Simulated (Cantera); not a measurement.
What does this Cantera script print?

```python
import numpy as np
import cantera as ct

gas = ct.Solution("gri30.yaml")
gas.TPX = 723, 46000, {'CO': 1, 'H2': 0.75, 'CH4': 0.19, 'O2': 2.24, 'N2': 8.43}
inlet = ct.Reservoir(gas, clone=True)
gas.equilibrate("HP")  # start burning
reactor = ct.IdealGasConstPressureReactor(gas, energy="on", clone=False)
exhaust = ct.Reservoir(gas, clone=True)
tau = [0.096, 0.049, 0.025, 0.013, 0.0068, 0.0035, 0.0018, 0.00092, 0.00047, 0.00024, 0.00013, 6.5e-05][0]
for a, b in ((inlet, reactor), (reactor, exhaust)):
    ct.MassFlowController(a, b, mdot=lambda t: reactor.mass / tau)
net = ct.ReactorNet([reactor])
show = ['CO', 'H2', 'CH4', 'HCO', 'HO2']

rows = []
print(f"{'tau/s':>10s}{'T/K':>9s}" + "".join(f"{s:>11s}" for s in show))
for tau in [0.096, 0.049, 0.025, 0.013, 0.0068, 0.0035, 0.0018, 0.00092, 0.00047, 0.00024, 0.00013, 6.5e-05]:
    net.initial_time = 0.0
    net.advance(30 * tau)
    before = gas.X
    net.advance(40 * tau)
    drift = np.max(np.abs(gas.X - before) / (gas.X + 1e-9))
    rows.append([gas.T, *gas[show].X, drift])
    print(f"{tau:10.3e}{gas.T:9.1f}" + "".join(f"{x:11.3e}" for x in gas[show].X))
```

It prints:

```
     tau/s      T/K         CO         H2        CH4        HCO        HO2
 9.600e-02   2066.1  3.094e-03  5.842e-04  1.159e-06  9.077e-09  1.648e-06
 4.900e-02   2048.9  4.324e-03  8.242e-04  1.821e-06  1.803e-08  1.847e-06
 2.500e-02   2023.1  6.118e-03  1.188e-03  2.814e-06  3.571e-08  2.274e-06
 1.300e-02   1988.4  8.440e-03  1.684e-03  4.309e-06  6.870e-08  3.004e-06
 6.800e-03   1943.5  1.128e-02  2.325e-03  6.694e-06  1.296e-07  4.119e-06
 3.500e-03   1885.8  1.465e-02  3.132e-03  1.084e-05  2.435e-07  5.723e-06
 1.800e-03   1815.8  1.845e-02  4.061e-03  1.838e-05  4.477e-07  7.806e-06
 9.200e-04   1732.7  2.288e-02  5.062e-03  3.336e-05  8.095e-07  1.039e-05
 4.700e-04   1636.1  2.874e-02  6.074e-03  6.653e-05  1.444e-06  1.362e-05
 2.400e-04   1522.8  3.833e-02  7.249e-03  1.552e-04  2.599e-06  1.829e-05
 1.300e-04   1398.2  5.314e-02  9.671e-03  4.317e-04  4.610e-06  2.596e-05
 6.500e-05    723.0  7.930e-02  5.948e-02  1.507e-02  3.234e-19  5.331e-14
```

Cantera simulation using GRI-Mech 3.0 (53 species, 325 reactions); the numbers are that mechanism's predictions, not measurements.
